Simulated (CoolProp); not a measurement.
Ethane along the isotherm 363.3 K: density (kg/m³) from the reference equation and from simpler models built on Tc = 305.3 K, pc = 48.72 bar, ω = 0.099; each cubic takes its own stable root.

Values from CoolProp's reference Helmholtz-energy equation of state, Bücker 2006.

```tsv
p (bar)	phase	reference	van der Waals	Soave-Redlich-Kwong
2.44	gas	2.453	2.453	2.453
4.87	gas	4.945	4.945	4.945
7.31	gas	7.499	7.498	7.499
9.74	gas	10.10	10.10	10.10
12.2	gas	12.78	12.78	12.78
14.6	gas	15.46	15.47	15.46
17.1	gas	18.31	18.33	18.31
19.5	gas	21.12	21.14	21.11
21.9	gas	23.99	24.03	23.97
24.4	gas	27.05	27.11	27.03
```
